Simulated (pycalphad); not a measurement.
## Phase fractions of Mg-2.245Si-19.92Y (wt.%)

Computed with pycalphad from the COST 507 light-alloy database (1999), at 1 atm. No gas phase is included, though pure Mg would boil below 1370 K. These are 1990s assessments: newer ones move some temperatures and phases. Not assessed as a whole: an extrapolation from subsystems, which can miss ternary compounds. Amounts are mole fractions of atoms. Diffusion is slow at the low end, where real alloys seldom reach equilibrium.

```
T (K)  LIQUID    SIY  HCP_A3  SI3Y5  MG24Y5
-----  ------  -----  ------  -----  ------
1370    1.000      -       -      -       -
1290    0.986  0.014       -      -       -
1210    0.971  0.029       -      -       -
1130      [?]    [?]       -      -       -
1050    0.957  0.043       -      -       -
970     0.955  0.045       -      -       -
890     0.955  0.045       -      -       -
810         -      -   0.939  0.061       -
730         -      -   0.927  0.061   0.012
650         -      -   0.864  0.061   0.075
570         -      -   0.823  0.061   0.116
490         -      -     [?]  0.061     [?]
410         -      -   0.787  0.061   0.152
```

Fill in the missing entries.


- 1130, LIQUID: 0.962
- 1130, SIY: 0.038
- 490, HCP_A3: 0.799
- 490, MG24Y5: 0.141

Database names, with the compositions (at.%) that they take in these runs: SIY: Si 50 Y 50; SI3Y5: Y 62 Si 37; MG24Y5: Mg 84-86 Y 14-16. HCP_A3 is hcp.
